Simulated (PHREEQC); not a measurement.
Brine (model solution)

Dissolve 1.4 mol/kgw MgCl2, 0.017 mol/kgw NaHCO3 and 3.6 mol/kgw KBr at 25 °C. Closed to the air; pH follows from the charge balance.

Model: Pitzer model, pitzer.dat, run in PHREEQC.

```json
{
 "pH": "6.24",
 "ionic_strength": "7.81 mol/kgw",
 "activity_of_water": "0.745",
 "density": "1.327 g/cm³",
 "osmotic_coefficient": "1.427",
 "total_alkalinity": "17.0 meq/kg"
}
```

| species | molality | activity | log γ |
|---|---|---|---|
| Br- | 3.60 | 3.46 | -0.018 |
| K+ | 3.60 | 3.31 | -0.037 |
| Cl- | 2.80 | 1.84 | -0.182 |
| Mg+2 | 1.40 | 10.2 | 0.865 |
| Na+ | 0.0170 | 0.0316 | 0.269 |
| HCO3- | 0.0115 | 0.00385 | -0.473 |
| CO2 | 0.00280 | 0.00656 | 0.371 |
| MgCO3 | 0.00265 | 0.00265 | 0.000 |
| CO3-2 | 0.000105 | 3.05e-7 | -2.536 |

Precipitation was switched off in this run. Saturation is exceeded, for instance for Magnesite (slow to form); the values hold only as long as no solid forms. In brines, pH and single-ion activities rest on the MacInnes convention.
